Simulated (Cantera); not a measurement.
A perfectly stirred reactor is fed with 41.7 % C₂H₆, 58.3 % N₂, at 140000 Pa; it is held at 1173 K, and followed from long to short residence time.

Computed with Cantera and GRI-Mech 3.0 (53 species, 325 reactions). GRI-Mech 3.0 stops at C3 and has no aromatics, soot or wall deposition, so with more carbon than oxygen in the feed, carbon stays in small species such as C2H2 where larger ones or solid carbon would form.

One state of this run: x C₂H₆ = 0.0398; x C₂H₄ = 0.217; x H₂ = 0.226; x CH₃ = 5.28e-6; x CH₂ = 8.74e-12; x HCN = <1e-12. x: mole fraction; the columns are a selection and need not sum to one.

Which value of τ (s) does it belong to?
A) 3.8
B) 0.018
C) 0.084
D) 0.38

D, 0.38
